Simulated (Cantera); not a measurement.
Input: 1 mol CF₄, 0.073 mol H₂, 0.027 mol HCl, held at 1675 K and 100000 Pa.

Cantera equilibrium calculation (NASA polynomials, part measured and part estimated; ideal gas, pure solids and liquids). Candidate condensed phases: C, C₆H₆, C₇H₈, C₈H₁₈; 118 gas species. Gases not in the tables: C₂F₆ and larger saturated fluorocarbons. Rates play no part.

Base state: CF₄ 0.832, HF 0.146, Cl 0.00817, CClF₃ 0.00574, HCl 0.00487, Cl₂ 0.00236, CF₂ 0.000402, CF₃ 0.000182 (mole fractions); condensed: C(graphite).

**Question.** What changes in the equilibrium state with this change: CF₄ replaced by CH₂F₂?

**Answer.** 
| species | before | after |
|---|---|---|
| HF | 0.146 | 0.952 |
| H₂ | 2.92e-9 | 0.0347 |
| HCl | 0.00487 | 0.0129 |
| CF₄ | 0.832 | <1e-9 |
| CClF₃ | 0.00574 | <1e-9 |
| Cl₂ | 0.00236 | 1.38e-9 |
| CF₂ | 0.000402 | 1.43e-9 |
| C(graphite), mol | 0.0399 | 1.000 |

**Question.** What changes in the equilibrium state with this change: HCl from 0.027 to 0.01 mol?

**Answer.** 
```
species            before     after
----------------  -------  --------
CF₄                 0.832     0.854
HF                  0.146     0.137
Cl                0.00817   0.00353
Cl₂               0.00236  0.000440
CCl₂F₂            3.00e-5   5.67e-6
HCl               0.00487   0.00196
ClF               1.55e-5   6.73e-6
C(graphite), mol   0.0399    0.0375
```
